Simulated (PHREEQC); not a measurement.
Make-up at 60 °C: 0.025 mol/kgw H2SO4, 0.0011 mol/kgw FeCl3 and 0.0039 mol/kgw MnSO4. Closed to the air; pH follows from the charge balance.

Computed with PHREEQC (ion-association model, wateq4f.dat).

```csv
quantity,before,after
pH,1.60,1.54
ionic strength (mol/kgw),0.0458,0.0541
HSO4- (mol/kgw),0.0203,0.0162
SO4-2 (mol/kgw),0.00637,0.0105
FeSO4+ (mol/kgw),0.000827,0.000831
FeHSO4+2 (mol/kgw),0.000122,0.000118
SI of Goethite (FeOOH),+1.94,+0.74
SI of Hematite (Fe2O3),+6.04,+3.50
```

What was changed between the two runs?
A) H2SO4 left out
B) temperature from 60 to 25 °C
C) H2SO4 from 0.025 to 0.125 mol/kgw
D) MnSO4 left out

B, temperature from 60 to 25 °C

Precipitation was switched off in this run. Some of these states are supersaturated (in Hematite (slow to form), Goethite (slow to form), for instance). Constants without temperature data keep their 25 °C values here.
